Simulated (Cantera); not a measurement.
Cantera run:

```python
import numpy as np
import cantera as ct

gas_names = """
    H HO2 H2 H2O H2O2 O OH O2 O3 P PH PH3 PO PO2 P2 P4 P4O10
""".split()
cond_names = """
    H2O(s) H2O(L) P(cr) P(L) P4O10(s)
""".split()


def load(file, names, dense=False):
    # The tables refer to 1 bar. Condensed volumes are neglected.
    table = {s.name: s for s in ct.Species.list_from_file(file)}
    out = []
    for n in names:
        d = dict(table[n].input_data)
        d["thermo"] = dict(d["thermo"], **{"reference-pressure": 1e5})
        if dense:
            d["equation-of-state"] = {"model": "constant-volume", "density": "1e6 g/cm^3"}
        out.append(ct.Species.from_dict(d))
    return out


gas = ct.Solution(thermo="ideal-gas", species=load("nasa_gas.yaml", gas_names))
cond = {s.name: ct.Solution(thermo="fixed-stoichiometry", species=[s], name=s.name)
        for s in load("nasa_condensed.yaml", cond_names, dense=True)}
atoms = {
    'PH3': {'P': 1, 'H': 3},
    'O2': {'O': 2},
}
top_T = {'P4O10(s)': 690}  # K; cautious upper limits of use, not melting points


def equilibrate(T, P, feed):
    n = {}
    for name, mol in feed.items():
        for a, k in atoms[name].items():
            n[a] = n.get(a, 0.0) + k * mol
    gas.TPX = T, P, n
    mass = sum(n.values()) * gas.mean_molecular_weight
    gas.equilibrate("TP")
    valid = [c for c in cond.values() if c.min_temp <= T <= top_T.get(c.name, c.max_temp)]
    mix = ct.Mixture([(gas, mass / gas.mean_molecular_weight)] + [(c, 0.0) for c in valid])
    mix.T, mix.P = T, P
    mix.equilibrate("TP", solver="vcs", rtol=1e-11, max_steps=5000)
    return mix


results = []
feed = {'PH3': 1, 'O2': 1.6}  # mol
P = 13332.2  # Pa
for T in [923, 1023, 1123, 1223, 1323, 1423, 1523, 1623, 1723, 1823, 1923, 2023, 2123]:
    mix = equilibrate(T, P, feed)
    results.append((T, P, feed, dict(zip(mix.species_names, mix.species_moles))))
    x = sorted(zip(gas.X, gas.species_names), reverse=True)
    print(f"T = {T:g} K  P = {P:g} Pa  gas = {mix.phase_moles(0):.4g} mol")
    print("   x: " + "  ".join(f"{s} {v:.3e}" for v, s in x if v > 1e-05))
    print("   condensed (mol): " + ("  ".join(f"{mix.phase(i).name} {mix.phase_moles(i):.4g}"
          for i in range(1, mix.n_phases) if mix.phase_moles(i) > 1e-12) or "none"))
```

Result:

```
T = 923 K  P = 13332.2 Pa  gas = 1.75 mol
   x: H2 4.571e-01  H2O 4.000e-01  P4O10 1.429e-01
   condensed (mol): none
T = 1023 K  P = 13332.2 Pa  gas = 1.75 mol
   x: H2 4.571e-01  H2O 4.001e-01  P4O10 1.428e-01  P2 1.086e-05
   condensed (mol): none
T = 1123 K  P = 13332.2 Pa  gas = 1.751 mol
   x: H2 4.550e-01  H2O 4.019e-01  P4O10 1.426e-01  P2 3.615e-04  PO2 1.338e-04  PO 2.165e-05
   condensed (mol): none
T = 1223 K  P = 13332.2 Pa  gas = 1.756 mol
   x: H2 4.327e-01  H2O 4.216e-01  P4O10 1.398e-01  P2 4.064e-03  PO2 1.457e-03  PO 2.918e-04  P4 1.417e-04
   condensed (mol): none
T = 1323 K  P = 13332.2 Pa  gas = 1.777 mol
   x: H2O 4.691e-01  H2 3.749e-01  P4O10 1.309e-01  P2 1.290e-02  PO2 9.932e-03  PO 2.007e-03  P4 2.751e-04
   condensed (mol): none
T = 1423 K  P = 13332.2 Pa  gas = 1.845 mol
   x: H2O 5.137e-01  H2 2.991e-01  P4O10 1.117e-01  PO2 4.740e-02  P2 1.923e-02  PO 8.689e-03  P4 1.494e-04
   condensed (mol): none
T = 1523 K  P = 13332.2 Pa  gas = 2.045 mol
   x: H2O 5.246e-01  H2 2.089e-01  PO2 1.594e-01  P4O10 6.971e-02  PO 2.410e-02  P2 1.324e-02  H 2.893e-05  P4 2.092e-05
   condensed (mol): none
T = 1623 K  P = 13332.2 Pa  gas = 2.379 mol
   x: H2O 5.123e-01  PO2 3.183e-01  H2 1.183e-01  PO 3.280e-02  P4O10 1.637e-02  P2 1.932e-03  H 6.510e-05  OH 1.180e-05
   condensed (mol): none
T = 1723 K  P = 13332.2 Pa  gas = 2.496 mol
   x: H2O 5.131e-01  PO2 3.659e-01  H2 8.781e-02  PO 3.219e-02  P4O10 4.925e-04  P2 2.825e-04  H 1.480e-04  OH 4.740e-05
   condensed (mol): none
T = 1823 K  P = 13332.2 Pa  gas = 2.5 mol
   x: H2O 5.151e-01  PO2 3.648e-01  H2 8.462e-02  PO 3.489e-02  H 3.452e-04  OH 1.462e-04  P2 9.716e-05
   condensed (mol): none
T = 1923 K  P = 13332.2 Pa  gas = 2.501 mol
   x: H2O 5.169e-01  PO2 3.623e-01  H2 8.219e-02  PO 3.744e-02  H 7.396e-04  OH 4.005e-04  P2 3.746e-05
   condensed (mol): none
T = 2023 K  P = 13332.2 Pa  gas = 2.503 mol
   x: H2O 5.182e-01  PO2 3.597e-01  H2 7.986e-02  PO 3.976e-02  H 1.470e-03  OH 9.933e-04  O2 3.707e-05  P2 1.571e-05  O 1.328e-05
   condensed (mol): none
T = 2123 K  P = 13332.2 Pa  gas = 2.507 mol
   x: H2O 5.181e-01  PO2 3.569e-01  H2 7.778e-02  PO 4.199e-02  H 2.740e-03  OH 2.257e-03  O2 1.597e-04  O 5.639e-05
   condensed (mol): none
```

Method: chemical equilibrium by Gibbs-energy minimisation in Cantera with the NASA 1993 tables (ideal gas, pure condensed phases). Gases not in the tables: HPO2, HPO3 and P4O6.
